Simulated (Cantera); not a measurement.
What does this Cantera script print?

```python
import numpy as np
import cantera as ct

gas_names = """
    C CH CH2 CH3 CH2OH CH3O CH4 CH3OH CO CO2 COOH C2 C2H CHCO,ketyl C2H2,acetylene C2H2,vinylidene
    CH2CO,ketene C2H3,vinyl CH3CO,acetyl C2H4 C2H4O,ethylen CH3CHO,ethanal CH3COOH (HCOOH)2 C2H5 C2H6
    CH3OCH3 C2H5OH C2O C3 C3H3,propargyl C3H4,allene C3H4,propyne C3H4,cyclo- C3H5,allyl C3H6,propylene
    C3H6,cyclo- C3H6O C3H7,n-propyl C3H7,i-propyl C3H8 C3H8O,1propanol C3H8O,2propanol C3O2 C4 C4H2
    C4H4,1,3-cyclo- C4H6,butadiene C4H6,2-butyne C4H6,cyclo- C4H8,1-butene C4H8,cis2-buten
    C4H8,tr2-butene C4H8,isobutene C4H8,cyclo- (CH3COOH)2 C4H9,n-butyl C4H9,i-butyl C4H9,s-butyl
    C4H9,t-butyl C4H10,isobutane C4H10,n-butane C5 C5H6,1,3cyclo- C5H8,cyclo- C5H10,1-pentene
    C5H10,cyclo- C5H11,pentyl C5H11,t-pentyl C5H12,n-pentane C5H12,i-pentane CH3C(CH3)2CH3 C6H2
    C6H5,phenyl C6H5O,phenoxy C6H6 C6H5OH,phenol C6H10,cyclo- C6H12,1-hexene C6H12,cyclo- C6H13,n-hexyl
    C7H7,benzyl C7H8 C7H8O,cresol C7H14,1-heptene C7H15,n-heptyl C7H16,n-heptane C8H8,styrene
    C8H10,ethylbenz C8H16,1-octene C8H17,n-octyl C8H18,isooctane C8H18,n-octane C9H19,n-nonyl
    C10H8,naphthale C10H21,n-decyl C12H9,o-bipheny C12H10,bipheny H HCO HO2 H2 HCHO,formaldehy HCOOH H2O
    H2O2 O OH O2 O3
""".split()
cond_names = """
    C(gr) C6H6(L) C7H8(L) C8H18(L),n-octa H2O(s) H2O(L)
""".split()


def load(file, names, dense=False):
    # The tables refer to 1 bar. Condensed volumes are neglected.
    table = {s.name: s for s in ct.Species.list_from_file(file)}
    out = []
    for n in names:
        d = dict(table[n].input_data)
        d["thermo"] = dict(d["thermo"], **{"reference-pressure": 1e5})
        if dense:
            d["equation-of-state"] = {"model": "constant-volume", "density": "1e6 g/cm^3"}
        out.append(ct.Species.from_dict(d))
    return out


gas = ct.Solution(thermo="ideal-gas", species=load("nasa_gas.yaml", gas_names))
cond = {s.name: ct.Solution(thermo="fixed-stoichiometry", species=[s], name=s.name)
        for s in load("nasa_condensed.yaml", cond_names, dense=True)}
atoms = {
    'acetone': {'C': 3, 'H': 6, 'O': 1},
    'CO2': {'C': 1, 'O': 2},
    'O2': {'O': 2},
}
top_T = {'C(gr)': 4500}  # K; cautious upper limits of use, not melting points


def equilibrate(T, P, feed):
    n = {}
    for name, mol in feed.items():
        for a, k in atoms[name].items():
            n[a] = n.get(a, 0.0) + k * mol
    gas.TPX = T, P, n
    mass = sum(n.values()) * gas.mean_molecular_weight
    gas.equilibrate("TP")
    valid = [c for c in cond.values() if c.min_temp <= T <= top_T.get(c.name, c.max_temp)]
    mix = ct.Mixture([(gas, mass / gas.mean_molecular_weight)] + [(c, 0.0) for c in valid])
    mix.T, mix.P = T, P
    mix.equilibrate("TP", solver="vcs", rtol=1e-11, max_steps=5000)
    return mix


results = []
feed = {'acetone': 1, 'CO2': 0.076, 'O2': 1.4}  # mol
T = 1698.15  # K
P = 2400  # Pa
mix = equilibrate(T, P, feed)
results.append((T, P, feed, dict(zip(mix.species_names, mix.species_moles))))
print(gas.report(threshold=0.0001))
for i in range(1, mix.n_phases):
    print(f"{mix.phase(i).name:16s} {mix.phase_moles(i):12.5e} mol")
```

Output:

```
       temperature   1698.2 K
          pressure   2400 Pa
           density   0.0029708 kg/m^3
  mean mol. weight   17.477 kg/kmol
   phase of matter   gas

                          1 kg             1 kmol
                     ---------------   ---------------
          enthalpy       -2.5895e+06       -4.5256e+07  J
   internal energy       -3.3973e+06       -5.9376e+07  J
           entropy             15331        2.6795e+05  J/K
    Gibbs function       -2.8625e+07       -5.0027e+08  J
 heat capacity c_p            2117.7             37011  J/K
 heat capacity c_v              1642             28696  J/K

                      mass frac. Y      mole frac. X     chem. pot. / RT
                     ---------------   ---------------   ---------------
                CO           0.75061           0.46835           -39.475
               CO2          0.095073          0.037756           -65.698
                 H        3.3535e-05        0.00058144           -11.825
                H2          0.044634           0.38694           -23.651
               H2O           0.10964           0.10637           -49.874
     [ +105 minor]        8.0236e-06        8.2385e-06

C(gr)             0.00000e+00 mol
```

Cantera equilibrium calculation (NASA polynomials, part measured and part estimated; ideal gas, pure solids and liquids). The feed counts by its element totals alone.
